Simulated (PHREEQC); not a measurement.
Solution (25 °C): 16 mmol/kgw NH3, 0.72 mmol/kgw Na2SiO3 and 0.17 mmol/kgw Na2CO3. Closed to the air; pH follows from the charge balance.

All values are PHREEQC results (ion-association model, phreeqc.dat), not measurements.

This is a speciation only: nothing precipitates in the calculation.

### Question
Order these Si species by the share of Si that they hold, largest first: H4SiO4, H2SiO4-2, H3SiO4-.

### Answer
H3SiO4- (93 %), H4SiO4 (6.0 %), H2SiO4-2 (0.74 %)

The pH is 11.00 and the ionic strength 0.00221 mol/kgw. Complexes and solids missing from the database can't appear.
